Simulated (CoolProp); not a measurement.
Octamethylcyclotetrasiloxane (D4) at 337.09 K and 1.51 MPa is throttled through a valve to 0.967 MPa with no heat exchange. Each further row changes one setting.

Computed with CoolProp (reference Helmholtz-energy equation of state, Thol 2015).

| case | temperature change (K) | final density (kg/m³) |
|---|---|---|
| as stated | … | … |
| outlet pressure 0.29 MPa | … | … |
| outlet pressure 1.26 MPa | … | … |

Q: Complete the blanks.

A: 
- as stated, temperature change (K): +0.2
- as stated, final density (kg/m³): 907
- outlet pressure 0.29 MPa, temperature change (K): +0.4
- outlet pressure 0.29 MPa, final density (kg/m³): 906
- outlet pressure 1.26 MPa, temperature change (K): +0.1
- outlet pressure 1.26 MPa, final density (kg/m³): 908
